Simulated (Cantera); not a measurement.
Charge: 1 mol Fe₂O₃, 83 mol H₂, equilibrated at 1773 K and 0.133 bar.

Method: chemical equilibrium by Gibbs-energy minimisation in Cantera with the NASA 1993 tables (ideal gas, pure condensed phases). Candidate condensed phases: Fe, FeO, Fe(OH)₂, Fe(OH)₃, Fe₂O₃, Fe₃O₄, H₂O; 12 gas species. The numbers say what is thermodynamically allowed, not how fast it happens.

Base state: H₂ 0.963, H₂O 0.0361, H 0.000765, Fe 0.000148 (mole fractions); condensed: Fe(δ).

**Question.** What changes in the equilibrium state with this change: Fe₂O₃ replaced by Ta₂O₅?

**Answer.** 
| species | before | after |
|---|---|---|
| H₂ | 0.963 | 0.999 |
| H | 0.000765 | 0.000779 |
| H₂O | 0.0361 | 0.000592 |
| Fe | 0.000148 | 0 |
| Fe(δ), mol | 1.99 | 0 |
| Ta(s), mol | 0 | 0.0197 |
| Ta₂O₅(s), mol | 0 | 0.990 |
Mutual solubility and eutectic melting of coexisting phases are not modelled. Condensed phases not in the tables: N, O or C dissolved in the metal. Further candidate phases: Ta, Ta₂O₅.
